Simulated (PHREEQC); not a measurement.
A PHREEQC speciation (ion-association model, wateq4f.dat) at 20 °C gives pH 2.16 and these molalities:

| species | mol/kgw |
|---|---|
| Mn+2 | 0.0739 |
| SO4-2 | 0.0708 |
| MnSO4 | 0.0530 |
| Cl- | 0.0379 |
| Na+ | 0.0378 |
| HSO4- | 0.0150 |
| H+ | 0.00897 |
| NaSO4- | 0.00316 |
| MnCl+ | 0.00306 |
| MnCl2 | 2.22e-5 |

What are the element totals, and what could have been dissolved in 1 kg of water to give them?

One answer among several that fit: totals Cl 0.0410, Mn(2) 0.130, Na 0.0410, S(6) 0.142 mol/kgw, from 0.13 mol/kgw MnSO4, 0.012 mol/kgw H2SO4 and 0.041 mol/kgw NaCl.

This is a speciation only: nothing precipitates in the calculation.
